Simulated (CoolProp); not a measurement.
Dry air along the isotherm -122.45 °C: Z from the reference equation and from simpler models built on Tc = -140.6 °C, pc = 3.786 MPa, ω = 0.034; each cubic takes its own stable root.

Computed with CoolProp (reference Helmholtz-energy equation of state, Lemmon 2000). It is a pseudo-pure fit of the blend.

| p (MPa) | phase | reference | Redlich-Kwong | Soave-Redlich-Kwong |
|---|---|---|---|---|
| 0.0599 | gas | 0.9964 | 0.9963 | 0.9963 |
| 0.113 | gas | 0.9932 | 0.9930 | 0.9931 |
| 0.215 | gas | 0.9870 | 0.9866 | 0.9868 |
| 0.408 | gas | 0.9752 | 0.9745 | 0.9748 |
| 0.773 | gas | [?] | [?] | 0.9517 |
| 1.47 | gas | 0.9071 | 0.9050 | 0.9061 |
| 2.78 | gas | 0.8140 | 0.8116 | 0.8141 |
| 5.27 | supercritical | 0.6015 | [?] | [?] |
| 9.99 | supercritical | 0.4798 | [?] | [?] |
| 18.9 | supercritical | 0.7157 | [?] | 0.7214 |

Question: Complete the blanks.

Answer: 
- 0.773, reference: 0.9524
- 0.773, Redlich-Kwong: 0.9511
- 5.27, Redlich-Kwong: 0.6061
- 5.27, Soave-Redlich-Kwong: 0.6141
- 9.99, Redlich-Kwong: 0.5035
- 9.99, Soave-Redlich-Kwong: 0.5094
- 18.9, Redlich-Kwong: 0.7178
